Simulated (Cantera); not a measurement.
What does this Cantera script print?

```python
import numpy as np
import cantera as ct

gas_names = """
    CuF2 CF2
""".split()
cond_names = """
    C(gr) Cu(cr) Cu(L)
""".split()


# ... load() reads the species with a 1 bar reference pressure and builds the phases ...
species = {s.name: s for s in load("nasa_gas.yaml", gas_names) + load("nasa_condensed.yaml", cond_names)}
# Each term lists the table entries of one substance; the one whose range holds T is used.
reactions = {
    'CuF2(g) + C = CF2(g) + Cu':
        [(-1, ['CuF2']), (-1, ['C(gr)']), (1, ['CF2']), (1, ['Cu(cr)', 'Cu(L)'])],
}


def pick(names, T):
    return next(species[n] for n in names if species[n].thermo.min_temp <= T <= species[n].thermo.max_temp)


results = []
for label, terms in reactions.items():
    print(label)
    print("     T/K   dH/kJ  dS/(J/K)   dG/kJ   log10 K")
    for T in [1050, 1075, 1100, 1125, 1150, 1175]:
        used = [(nu, pick(names, T)) for nu, names in terms]
        dH = sum(nu * s.thermo.h(T) for nu, s in used) / 1e6
        dS = sum(nu * s.thermo.s(T) for nu, s in used) / 1e3
        dG = dH - T * dS / 1e3
        logK = -dG * 1e6 / (ct.gas_constant * T * np.log(10))
        results.append((label, T, dH, dS, dG, logK, [s.name for _, s in used]))
        print(f"{T:8g} {dH:8.1f} {dS:8.1f} {dG:8.1f} {logK:8.2f}")
```

It prints:

```
CuF2(g) + C = CF2(g) + Cu
     T/K   dH/kJ  dS/(J/K)   dG/kJ   log10 K
    1050     88.3      7.1     80.9    -4.02
    1075     88.4      7.2     80.7    -3.92
    1100     88.6      7.3     80.5    -3.82
    1125     88.7      7.4     80.3    -3.73
    1150     88.8      7.6     80.1    -3.64
    1175     89.0      7.7     79.9    -3.55
```

Cantera with NASA thermochemical tables; ideal gases at 1 bar, condensed phases pure. Condensed species are held in their standard states even where they would react or evaporate.
